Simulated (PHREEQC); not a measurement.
# City or well water (model solution)

A made-up water analysis in mg/L, 5.1 °C, pH 7.41, pe 9.8:

```json
[
 {"constituent": "Na", "mg/L": "11.6"},
 {"constituent": "K", "mg/L": "21.8"},
 {"constituent": "Ca", "mg/L": "50.2"},
 {"constituent": "Mg", "mg/L": "11.3"},
 {"constituent": "Cl", "mg/L": "29.7"},
 {"constituent": "S(6) as SO4", "mg/L": "38.9"},
 {"constituent": "Alkalinity as HCO3", "mg/L": "184"},
 {"constituent": "Sr", "mg/L": "0.176"},
 {"constituent": "B", "mg/L": "1.35"},
 {"constituent": "O(0) (dissolved oxygen)", "mg/L": "1.43"}
]
```

Na is adjusted to close the charge balance.
Valence states are taken as typed.

Equilibrium calculation in PHREEQC: ion-association model, phreeqc.dat.

| Property | Value |
|---|---|
| ionic strength | 0.00654 mol/kgw |
| specific conductance | 280 µS/cm |

| species | molality | activity | log γ |
|---|---|---|---|
| HCO3- | 0.00297 | 0.00274 | -0.035 |
| Ca+2 | 0.00120 | 0.000866 | -0.140 |
| Cl- | 0.000838 | 0.000771 | -0.036 |
| Na+ | 0.000665 | 0.000613 | -0.036 |
| K+ | 0.000557 | 0.000512 | -0.036 |
| Mg+2 | 0.000443 | 0.000322 | -0.138 |
| SO4-2 | 0.000358 | 0.000259 | -0.142 |
| CO2 | 0.000349 | 0.000349 | 0.001 |
| H3BO3 | 0.000124 | 0.000124 | 0.001 |
| O2 | 4.47e-5 | 4.48e-5 | 0.001 |

No solid was allowed to form. Species that the database lacks are ignored. At this temperature some constants are extrapolated from 25 °C, and those without enthalpy data are left unchanged.
